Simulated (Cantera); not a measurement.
## Al(CH3)3 + N2 + H2 (aluminium nitride and oxide growth)

Input: 1 mol Al(CH3)3, a varied amount of N2, 830 mol H2, equilibrated at 27.0 mbar.

These are equilibrium values from Cantera (NASA tables, ideal gas, pure condensed phases), not measurements of a reactor. Candidate condensed phases: Al, AlN, C, C6H6, C7H8, C8H18; 97 gas species. The feed counts by its element totals alone. Equilibrium is a limit: real reactors are often held back by kinetics, nucleation or transport.

Problem. Map the stable condensed phases over T = 1325, 1350, 1375, 1400, 1425, 1450, 1475, 1500, 1525, 1550, 1575, 1600 °C and n(N2) in mol = 5.8, 7.7, 10, 14, 18, 24, 32, 42, 57.

Solution. 
```
T in °C \ n(N2) in mol
         5.8 7.7  10  14  18  24  32  42  57
   1600    A   A   A   A   A   A   A   A   A
   1575    A   A   A   A   A   A   B   B   B
   1550    A   A   B   B   B   B   B   B   B
   1525    B   B   B   B   B   B   B   B   B
   1500    B   B   B   B   B   B   B   B   B
   1475    B   B   B   B   B   B   B   B   B
   1450    B   B   B   B   B   B   B   B   B
   1425    B   B   B   B   B   B   B   B   B
   1400    B   B   B   B   B   B   B   B   B
   1375    B   B   B   B   B   B   B   B   B
   1350    B   B   B   B   B   B   B   B   B
   1325    B   B   B   B   B   B   B   B   B
```
A: C; B: AlN + C.
